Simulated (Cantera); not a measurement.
An isothermal, constant-pressure homogeneous reactor starts with NO : N₂ = 1 : 4.3 (molar parts), at 2075 K and 0.450 bar.

Detailed kinetics in Cantera: GRI-Mech 3.0 (53 species, 325 reactions).

Q: Predict: x(NO) at 1.00 s; x(O₂) at 1.00 s; x(N₂) at 1.00 s; x(N₂O) at 1.00 s; x(NO₂) at 1.00 s.

A: 
| Item | Result |
|---|---|
| x(NO) at 1.00 s | 0.0875 (gas-phase equilibrium 0.00660) |
| x(O₂) at 1.00 s | 0.0503 (gas-phase equilibrium 0.0907) |
| x(N₂) at 1.00 s | 0.862 (gas-phase equilibrium 0.902) |
| x(N₂O) at 1.00 s | 3.60e-6 (gas-phase equilibrium 2.65e-7) |
| x(NO₂) at 1.00 s | 4.43e-5 (gas-phase equilibrium 4.44e-6) |
